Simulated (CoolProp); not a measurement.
A single-stage vapour-compression cycle with R142b: evaporating at 313.15 K (dew point), condensing at 337.15 K (bubble point), superheat 2 K, subcooling 5 K, compressor efficiency 0.85, no pressure losses. Each further row changes one setting.

The numbers come from the reference Helmholtz-energy equation of state, Lemmon 2006 in CoolProp. It is a short technical equation, of lower accuracy than the large ones.

```
case                              cooling COP  pressure ratio  discharge temperature (K)  refrigerating effect (kJ/kg)  volumetric capacity (kJ/m³)
--------------------------------  -----------  --------------  -------------------------  ----------------------------  ---------------------------
as stated                                10.1            1.84                      341.2                           167                         3810
evaporating temperature 318.15 K         13.2             ___                      340.7                           170                          ___
condensing temperature 332.15 K          13.1             ___                      335.9                           174                         3980
subcooling 10 K                           ___            1.84                      341.2                           174                         3980
superheat 12 K                            ___            1.84                        ___                           177                         3850
compressor efficiency 0.75                ___            1.84                      343.2                           167                         3810
```

### Question
What belongs in the gaps?

### Answer

- evaporating temperature 318.15 K, pressure ratio: 1.61
- evaporating temperature 318.15 K, volumetric capacity (kJ/m³): 4440
- condensing temperature 332.15 K, pressure ratio: 1.64
- subcooling 10 K, cooling COP: 10.6
- superheat 12 K, cooling COP: 10.2
- superheat 12 K, discharge temperature (K): 351.1
- compressor efficiency 0.75, cooling COP: 8.93
